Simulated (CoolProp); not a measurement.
A Linde-Hampson liquefier for carbon monoxide: isothermal reversible compression at 250 K from 1 atm to 10 MPa, throttling to 1 atm, return gas leaving the recuperator 0 K below the feed. Each further row changes one setting.

The numbers come from the reference Helmholtz-energy equation of state, Lemmon 2006 in CoolProp. It is a short technical equation, of lower accuracy than the large ones.

```
case                        liquid yield per pass  compression work (kJ/kg of gas)
--------------------------  ---------------------  -------------------------------
as stated                                     [?]                              335
high pressure 20 MPa                          [?]                              [?]
warm-end temperature 280 K                    [?]                              [?]
warm-end gap 5 K                              [?]                              335
```

### Question
What belongs in the gaps?

### Answer

- as stated, liquid yield per pass: 0.086
- high pressure 20 MPa, liquid yield per pass: 0.143
- high pressure 20 MPa, compression work (kJ/kg of gas): 384
- warm-end temperature 280 K, liquid yield per pass: 0.062
- warm-end temperature 280 K, compression work (kJ/kg of gas): 379
- warm-end gap 5 K, liquid yield per pass: 0.074
